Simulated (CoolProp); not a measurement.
A simple Rankine cycle with ethanol: condensing at 310.15 K, boiler at 4.18 MPa, turbine inlet 619 K, turbine efficiency 0.8, pump efficiency 0.7, no recuperator. Each further row changes one setting.

Values from CoolProp's reference Helmholtz-energy equation of state, Schroeder 2014.

| case | thermal efficiency (%) | net work (kJ/kg) | heat in (kJ/kg) | turbine exit temperature (K) | volume ratio over the turbine |
|---|---|---|---|---|---|
| as stated | 25.6 | 374 | 1460 | 417.9 | 202 |
| condensing temperature 302.15 K | 26.8 | 396 | 1480 | 405.4 | 302 |
| boiler pressure 2.93 MPa | 24.6 | 363 | 1480 | 432.9 | 142 |
| turbine efficiency 0.7 | 22.3 | 326 | 1460 | 443.3 | 214 |
